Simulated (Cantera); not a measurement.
Input (Python, Cantera):

```python
import numpy as np
import cantera as ct

gas = ct.Solution("gri30.yaml")
gas.TPX = 1973, 8300, {'NO': 1.8, 'N2': 1.8}
inlet = ct.Reservoir(gas, clone=True)

reactor = ct.IdealGasConstPressureReactor(gas, energy="off", clone=False)
exhaust = ct.Reservoir(gas, clone=True)
tau = [1.4, 0.43, 0.14, 0.044, 0.014, 0.0044, 0.0014, 0.00044][0]
for a, b in ((inlet, reactor), (reactor, exhaust)):
    ct.MassFlowController(a, b, mdot=lambda t: reactor.mass / tau)
net = ct.ReactorNet([reactor])
show = ['NO', 'N2O', 'O', 'N2', 'NO2', 'O2']

rows = []
print(f"{'tau/s':>10s}{'T/K':>9s}" + "".join(f"{s:>11s}" for s in show))
for tau in [1.4, 0.43, 0.14, 0.044, 0.014, 0.0044, 0.0014, 0.00044]:
    net.initial_time = 0.0
    net.advance(30 * tau)
    before = gas.X
    net.advance(40 * tau)
    drift = np.max(np.abs(gas.X - before) / (gas.X + 1e-9))
    rows.append([gas.T, *gas[show].X, drift])
    print(f"{tau:10.3e}{gas.T:9.1f}" + "".join(f"{x:11.3e}" for x in gas[show].X))
```

Output:

```
     tau/s      T/K         NO        N2O          O         N2        NO2         O2
 1.400e+00   1973.0  4.102e-01  6.348e-05  4.466e-04  5.447e-01  9.915e-05  4.453e-02
 4.300e-01   1973.0  4.724e-01  8.881e-05  2.984e-04  5.136e-01  6.972e-05  1.354e-02
 1.400e-01   1973.0  4.914e-01  9.659e-05  2.296e-04  5.042e-01  5.170e-05  4.095e-03
 4.400e-02   1973.0  4.974e-01  9.316e-05  1.912e-04  5.012e-01  4.200e-05  1.126e-03
 1.400e-02   1973.0  4.992e-01  7.727e-05  1.478e-04  5.003e-01  3.257e-05  2.542e-04
 4.400e-03   1973.0  4.998e-01  4.875e-05  7.989e-05  5.001e-01  1.730e-05  3.254e-05
 1.400e-03   1973.0  4.999e-01  2.226e-05  2.748e-05  5.000e-01  4.691e-06  2.525e-06
 4.400e-04   1973.0  5.000e-01  8.083e-06  8.501e-06  5.000e-01  7.861e-07  2.131e-07
```

Model: GRI-Mech 3.0 (53 species, 325 reactions), integrated in Cantera.
